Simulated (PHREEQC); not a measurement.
A solution holds 0.138 mol/kgw NH4HF2, 0.011 mol/kgw (NH4)2SiF6 and 0.059 mol/kgw HBF4, at 25 °C. Closed to the air; pH follows from the charge balance.

Model: ion-association model, phreeqc.dat, run in PHREEQC.

**Question.** The ionic strength comes out as 0.175 mol/kgw. What activity coefficients do HF2-, BF2(OH)2-, BF4-, SiF6-2, NH4+ get?

**Answer.** HF2- 0.75, BF2(OH)2- 0.75, BF4- 0.75, SiF6-2 0.31, NH4+ 0.69.

No solid was allowed to form. Species that the database lacks are ignored. SiF6-2 is the database's only silicon fluoride. Real BF4- forms and hydrolyses slowly; the run takes it at equilibrium.
